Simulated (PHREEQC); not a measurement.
Consider water at 38 °C with 0.0092 mol/kgw NH3 and 0.0057 mol/kgw K2SO4. Closed to the air; pH follows from the charge balance.

Equilibrium calculation in PHREEQC: ion-association model, phreeqc.dat.

Task: The ionic strength comes out as 0.0169 mol/kgw. What activity coefficients do NH4SO4-, NH4+, K+, SO4-2, OH- get?

Result: NH4SO4- 0.88, NH4+ 0.87, K+ 0.87, SO4-2 0.60, OH- 0.87.

No solid was allowed to form. Away from 25 °C the constants follow the database's enthalpies or fits; those with neither stay at their 25 °C values.
